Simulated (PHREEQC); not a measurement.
## Buffer: an equilibrium model

Dissolve 0.0062 mol HF, 1.9e-05 mol Na2B4O7, 0.0048 mol NaCl and 0.0001 mol CsOH per kg of water at 25 °C. It is in equilibrium with CO2 at log p = -3.4 (atm). Otherwise closed; pH follows from the charge balance.

Computed with PHREEQC (ion-association model, wateq4f.dat).

This is a speciation only: nothing precipitates in the calculation.

Question: Predict the pH.

Answer: pH 2.79.

Question: In which forms is F present?

Answer: HF 65 %, F- 29 %, BF4- 3.8 %, H2F2 1.3 %, HF2- 0.9 % of the F.

Species that the database lacks are ignored. Real BF4- forms and hydrolyses slowly; the run takes it at equilibrium.
